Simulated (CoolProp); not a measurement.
The fluid at 447.66 K and 6.44 MPa is compressed adiabatically to 23.3 MPa with isentropic efficiency 0.8. The same conditions are run with several fluids, on thermodynamics alone (safety and materials aside).

Model: reference Helmholtz-energy equation of state of each fluid (c-C4F8 (RC318): Platzer 1990; nitrogen: Span 2000; trans-2-butene: Lemmon 2005; normal hydrogen: Leachman 2009; oxygen: Schmidt 1985), in CoolProp. The equations of Platzer and Polt are older, rougher fits.

```csv
fluid,work (kJ/kg),final temperature (K),final density (kg/m³)
c-C4F8 (RC318),22.6,482.2,1090
nitrogen,274,692.1,103
trans-2-butene,52.6,480.6,440
normal hydrogen,3750,695.4,7.62
oxygen,232,676.9,124
```

Above 300 K oxygen's equation is extrapolated.
